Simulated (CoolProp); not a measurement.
Computed with CoolProp (reference Helmholtz-energy equation of state, Gao 2016).

Question: For sulfur dioxide, give the phase and the Z, speed of sound (m/s), fugacity coefficient at 316.7 K and 31.9 MPa; 422.8 K and 31.9 MPa.

Answer: 
- 316.7 K and 31.9 MPa: liquid; Z 0.562, speed of sound 972, fugacity coefficient 0.0350
- 422.8 K and 31.9 MPa: liquid; Z 0.529, speed of sound 633, fugacity coefficient 0.232
